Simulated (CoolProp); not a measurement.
Values from CoolProp's reference Helmholtz-energy equation of state, Fiedler 2023.

Problem. Give the vapour pressure (MPa), vapour density (kg/m³), enthalpy of vaporisation (kJ/kg), liquid cp (kJ/(kg K)) of saturated tetrahydrofuran at -16.35, 31.25 °C.

Solution. 
```json
[
 {"T (°C)": "-16.35", "p (MPa)": "0.00247", "vapour density (kg/m³)": "0.0837", "enthalpy of vaporisation (kJ/kg)": "475", "liquid cp (kJ/(kg K))": "1.59"},
 {"T (°C)": "31.25", "p (MPa)": "0.0283", "vapour density (kg/m³)": "0.814", "enthalpy of vaporisation (kJ/kg)": "441", "liquid cp (kJ/(kg K))": "1.75"}
]
```
